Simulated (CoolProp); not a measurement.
Vapour-liquid equilibrium of propane (1) + R236EA (2) at 263.3 K; x and y are mole fractions of (1).

Model: multi-fluid Helmholtz-energy mixture model, Lemmon 2009 and Rui 2013; pair parameters Bell 2016, in CoolProp.

### Question
Give the bubble pressure and the first vapour's composition at x = 0.25, 0.55, 0.85. Is there an azeotrope?

### Answer
x = 0.25: 267.6 kPa, y = 0.832; x = 0.55: 313.7 kPa, y = 0.869; x = 0.85: 336.1 kPa, y = 0.912. No azeotrope shows between x = 0.05 and 0.95.

Pair parameters are fitted to limited data, so mixtures are less certain than the pure fluids. With so large a gap from Raoult's law the liquid may split in two, which this calculation doesn't test in full.
